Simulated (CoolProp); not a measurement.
Saturation properties of CH3F (R41).

Computed with CoolProp (reference Helmholtz-energy equation of state, Lemmon 2006). It is a short technical equation, of lower accuracy than the large ones.

```csv
T (K),p (kPa),liquid density (kg/m³),vapour density (kg/m³)
181.2,44.97,908.9,1.043
185.2,57.91,900.9,1.320
189.2,73.69,892.7,1.652
193.3,93.25,884.3,2.058
197.3,116.1,875.9,2.526
201.3,143.1,867.4,3.073
205.3,174.9,858.8,3.709
209.3,211.9,850.1,4.444
213.4,255.9,840.9,5.310
217.4,305.3,831.9,6.278
221.4,361.8,822.6,7.379
225.4,425.9,813.2,8.627
```

It boils at 194.8 K under 1 atm.
